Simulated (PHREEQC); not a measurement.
Consider water at 20 °C with 0.14 mol/kgw NiCl2 and 0.006 mol/kgw MnSO4. Closed to the air; pH follows from the charge balance.

Model: ion-association model, wateq4f.dat, run in PHREEQC.

Question: The ionic strength comes out as 0.370 mol/kgw. What activity coefficients do Mn+2, SO4-2, NiCl+, NiOH+, Cl- get?

Answer: Mn+2 0.28, SO4-2 0.23, NiCl+ 0.73, NiOH+ 0.73, Cl- 0.67.

No solid was allowed to form.
